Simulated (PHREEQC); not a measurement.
Make-up at 20 °C: 2.3 mmol/kgw HF and 1.4 mmol/kgw NaF. Closed to the air; pH follows from the charge balance.

Computed with PHREEQC (ion-association model, wateq4f.dat).

Each row changes one thing in this solution. Precipitation was switched off in this run.

```tsv
case	pH	ionic strength (mol/kgw)	F- (mol/kgw)	HF (mol/kgw)	HF2- (mol/kgw)
as made	3.21	0.00204	0.00203	0.00163	1.22e-5
NaF from 0.0014 to 0.00014 mol/kgw	3.04	0.00110	0.00109	0.00133	5.33e-6
HF replaced by KHF2 at the same molality	3.44	0.00408	0.00405	0.00187	…
NaF left out	3.01	0.00100	0.000999	0.00128	…
0.00017 mol/kgw NH3 added	3.26	0.00215	0.00213	0.00153	1.20e-5
HF left out	…	0.00140	0.00140	…	4.69e-10
NaF from 0.0014 to 0.0028 mol/kgw	3.36	0.00325	0.00323	0.00180	2.14e-5
```

**Question.** Some entries are withheld; supply them.

**Answer.** 
- HF replaced by KHF2 at the same molality, HF2- (mol/kgw): 2.79e-5
- NaF left out, HF2- (mol/kgw): 4.71e-6
- HF left out, pH: 7.30
- HF left out, HF (mol/kgw): 9.11e-8

Species that the database lacks are ignored.
